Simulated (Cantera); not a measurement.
A closed system holds: 1 mol CCl₄, 0.44 mol H₂, held at 100 Torr.

Cantera equilibrium calculation (NASA polynomials, part measured and part estimated; ideal gas, pure solids and liquids). Candidate condensed phases: C, C₆H₆, C₇H₈, C₈H₁₈; 91 gas species. The tables' values for CCl are old estimates; treat these amounts as uncertain. The numbers say what is thermodynamically allowed, not how fast it happens.

**Question.** At 2575 °C, list the 7 most abundant gas species with their mole fractions, and the condensed phases.

**Answer.** Cl 0.783, HCl 0.200, H 0.0123, H₂ 0.00216, Cl₂ 0.00155, C₃ 0.000423, C₂HCl 0.000147. Condensed: C(graphite).
